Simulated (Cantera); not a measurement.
A perfectly stirred reactor is fed with H2 : O2 : H2O = 0.022 : 1 : 0.0091 (molar parts), equivalence ratio 0.011, at 0.0132 atm; it is held at 1350 K, and followed from long to short residence time.

Detailed kinetics in Cantera: the H2/O2 subset of GRI-Mech 3.0, which has no nitrogen chemistry. Radical loss at walls, strong at low pressure, is not modelled.

x: mole fraction; the columns are a selection and need not sum to one.

```json
[
 {"τ (s)": "0.53", "x H2": "0.000108", "x O2": "0.964", "x OH": "0.00162", "x H2O2": "2.54e-8", "x O": "0.00505", "x H": "0.000253", "x HO2": "7.15e-7"},
 {"τ (s)": "0.35", "x H2": "___", "x O2": "0.962", "x OH": "___", "x H2O2": "2.75e-8", "x O": "___", "x H": "___", "x HO2": "___"},
 {"τ (s)": "0.23", "x H2": "0.000168", "x O2": "0.961", "x OH": "0.00198", "x H2O2": "2.95e-8", "x O": "0.00756", "x H": "0.000466", "x HO2": "8.80e-7"},
 {"τ (s)": "0.15", "x H2": "0.000208", "x O2": "0.959", "x OH": "0.00217", "x H2O2": "3.13e-8", "x O": "0.00901", "x H": "0.000609", "x HO2": "9.60e-7"},
 {"τ (s)": "0.10", "x H2": "0.000253", "x O2": "0.958", "x OH": "0.00234", "x H2O2": "3.29e-8", "x O": "0.0104", "x H": "0.000759", "x HO2": "1.03e-6"},
 {"τ (s)": "0.067", "x H2": "0.000308", "x O2": "0.956", "x OH": "0.00249", "x H2O2": "3.44e-8", "x O": "0.0117", "x H": "0.000913", "x HO2": "1.09e-6"},
 {"τ (s)": "0.044", "x H2": "0.000381", "x O2": "0.955", "x OH": "0.00265", "x H2O2": "3.59e-8", "x O": "0.0128", "x H": "0.00107", "x HO2": "1.15e-6"},
 {"τ (s)": "0.029", "x H2": "0.000476", "x O2": "0.954", "x OH": "0.00279", "x H2O2": "3.75e-8", "x O": "0.0138", "x H": "0.00121", "x HO2": "1.19e-6"},
 {"τ (s)": "0.019", "x H2": "___", "x O2": "0.953", "x OH": "0.00293", "x H2O2": "3.94e-8", "x O": "0.0144", "x H": "0.00135", "x HO2": "1.24e-6"},
 {"τ (s)": "0.013", "x H2": "0.000777", "x O2": "0.953", "x OH": "0.00307", "x H2O2": "4.14e-8", "x O": "0.0148", "x H": "0.00145", "x HO2": "1.28e-6"},
 {"τ (s)": "0.0085", "x H2": "0.00104", "x O2": "0.953", "x OH": "0.00323", "x H2O2": "4.42e-8", "x O": "0.0149", "x H": "0.00156", "x HO2": "1.32e-6"}
]
```

Task: Some entries are withheld; supply them.

Result: 
- 0.35, x H2: 0.000135
- 0.35, x OH: 0.00180
- 0.35, x O: 0.00623
- 0.35, x H: 0.000348
- 0.35, x HO2: 7.98e-7
- 0.019, x H2: 0.000610
